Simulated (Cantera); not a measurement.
**Aluminium nitride and oxide growth: Al(CH3)3 + N2**

Input: 1 mol Al(CH3)3, 0.89 mol N2, at 39.0 Pa.

Cantera equilibrium calculation (NASA polynomials, part measured and part estimated; ideal gas, pure solids and liquids). Candidate condensed phases: Al, AlN, C, C6H6, C7H8, C8H18; 97 gas species. The feed counts by its element totals alone. Rates play no part.

```tsv
T (K)	log p H2	log p Al	log p N2	log p H	log p HCN	log p AlH	n AlN(s)	n C(graphite)
1048	-3.45	<-15	-4.51	-9.83	-8.94	<-15	1.00	3.00
1148	-3.45	-14.78	-4.51	-8.87	-8.37	<-15	1.00	3.00
1248	-3.45	-12.45	-4.51	-8.05	-7.88	-13.57	1.00	3.00
1348	-3.45	-10.46	-4.51	-7.36	-7.47	-11.81	1.00	3.00
1448	-3.45	-8.75	-4.51	-6.76	-7.12	-10.30	1.000	3.00
1548	-3.45	-7.27	-4.51	-6.23	-6.81	-8.99	0.999	3.00
1648	-3.45	-5.97	-4.50	-5.77	-6.54	-7.84	0.986	3.00
1748	-3.48	-4.85	-4.44	-5.38	-6.28	-6.86	0.809	2.99
1848	-3.57	-4.22	-4.27	-5.06	-6.04	-6.41	0	2.98
1948	-3.59	-4.23	-4.28	-4.74	-5.86	-6.52	0	2.97
```
log p: log10 of the partial pressure in bar; n: condensed amount in mol.

From 1048 K to 1748 K the condensed part is AlN(s) + C(graphite). From 1848 K to 1948 K the condensed part is C(graphite).
